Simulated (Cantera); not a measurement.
**N2O furnace oxynitridation**

A perfectly stirred reactor is fed with N2O : O2 = 1 : 0.29 (molar parts), at 1.00 bar; it is held at 1023 K, and followed from long to short residence time.

Detailed kinetics in Cantera: GRI-Mech 3.0 (53 species, 325 reactions). GRI-Mech 3.0 was tuned for natural gas; its chemistry of N2O as a main component is partial and can be far from experiment. The mechanism lacks the step 2 NO + O2 → 2 NO2, which can matter for NO2 below about 1400 K. The temperature is held fixed by assumption; the heat of reaction is taken as removed at once.

```csv
τ (s),x N2O,x O2,x NO,x NO2,x N2,x O
22,0.590,0.274,0.00549,8.83e-5,0.130,5.56e-8
4.3,0.728,0.237,0.00151,2.29e-5,0.0334,6.32e-8
0.84,0.765,0.227,0.000320,3.86e-6,0.00696,6.52e-8
0.16,0.773,0.225,6.24e-5,3.57e-7,0.00134,6.56e-8
0.032,0.775,0.225,1.26e-5,2.00e-8,0.000269,6.57e-8
0.0062,0.775,0.225,2.43e-6,8.15e-10,5.21e-5,6.56e-8
0.0012,0.775,0.225,4.67e-7,3.04e-11,1.00e-5,6.49e-8
0.00024,0.775,0.225,8.88e-8,1.11e-12,1.96e-6,6.18e-8
```
x: mole fraction; the columns are a selection and need not sum to one.
